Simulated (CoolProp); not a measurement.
Vapour-liquid equilibrium of CH3F (R41) (1) + chloromethane (R40) (2) at 0.893 MPa; x and y are mole fractions of (1).

Values from CoolProp's multi-fluid Helmholtz-energy mixture model, Lemmon 2006 and Thol 2014; pair parameters Bell 2016.

| x | bubble temperature, mixture model (K) | bubble temperature, Raoult's law (K) | y, mixture model | y, Raoult's law |
|---|---|---|---|---|
| 0.05 | 306.1 | 305.1 | 0.205 | 0.252 |
| 0.15 | 292.6 | 291.5 | 0.491 | 0.549 |
| 0.25 | ___ | 281.4 | 0.665 | 0.711 |
| 0.35 | 273.6 | 273.6 | ___ | 0.809 |
| 0.45 | 267.0 | 267.2 | 0.841 | 0.871 |
| 0.55 | 261.8 | 261.9 | 0.888 | 0.914 |
| 0.65 | 257.4 | 257.4 | ___ | 0.944 |
| 0.75 | 253.6 | 253.5 | 0.949 | 0.966 |
| 0.85 | 250.3 | 250.1 | 0.971 | 0.982 |
| 0.95 | 247.2 | 247.1 | 0.991 | 0.995 |

Problem. Fill in the missing entries.

Solution. 
- 0.25, bubble temperature, mixture model (K): 282.0
- 0.35, y, mixture model: 0.772
- 0.65, y, mixture model: 0.922

The largest gap from Raoult's law is +1.1 K in bubble temperature, at x = 0.15. No azeotrope shows between x = 0.05 and 0.95.

Pair parameters are fitted to limited data, so mixtures are less certain than the pure fluids. The gap from Raoult's law changes sign with composition, which may be real or a fault of the pair parameters; it wasn't checked against measurements.
